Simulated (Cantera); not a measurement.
A perfectly stirred reactor is fed with 38.6 % H2, 12.9 % O2, 48.3 % N2, 0.220 % NO, at 210 Torr; it is adiabatic with a 623 K inlet, and is followed from long to short residence time, starting on the burning branch (τ in s: 0.27, 0.092, 0.032, 0.011, 0.0038, 0.0013, 0.00046, 0.00016, 5.5e-05).

Detailed kinetics in Cantera: GRI-Mech 3.0 (53 species, 325 reactions). The mechanism lacks 2 NO + O2 → 2 NO2 and HONO, so NO2 and the effect of NO are under-described below about 1400 K.

x: mole fraction; the columns are a selection and need not sum to one.

| τ (s) | T (K) | x H2 | x O2 | x NO | x HO2 | x H2O |
|---|---|---|---|---|---|---|
| 0.27 | 2416 | 0.141 | 0.000321 | 0.000804 | [?] | 0.288 |
| 0.092 | 2393 | 0.141 | 0.000433 | 0.00106 | [?] | 0.286 |
| 0.032 | 2341 | 0.140 | 0.000726 | 0.00147 | [?] | 0.282 |
| 0.011 | 2243 | 0.137 | 0.00142 | 0.00195 | [?] | 0.275 |
| 0.0038 | 2097 | 0.133 | 0.00276 | 0.00227 | [?] | 0.265 |
| 0.0013 | 1906 | 0.126 | 0.00485 | 0.00237 | [?] | 0.254 |
| 0.00046 | 1698 | 0.119 | 0.00773 | 0.00236 | [?] | 0.243 |
| 0.00016 | 1480 | 0.116 | 0.0132 | 0.00232 | [?] | 0.229 |
| 5.5e-5 | 1226 | 0.169 | 0.0389 | 0.00228 | [?] | 0.178 |

What belongs in the gaps?


- 0.27, x HO2: 1.14e-7
- 0.092, x HO2: 1.43e-7
- 0.032, x HO2: 2.07e-7
- 0.011, x HO2: 3.26e-7
- 0.0038, x HO2: 5.44e-7
- 0.0013, x HO2: 9.70e-7
- 0.00046, x HO2: 1.77e-6
- 0.00016, x HO2: 3.75e-6
- 5.5e-5, x HO2: 1.38e-5
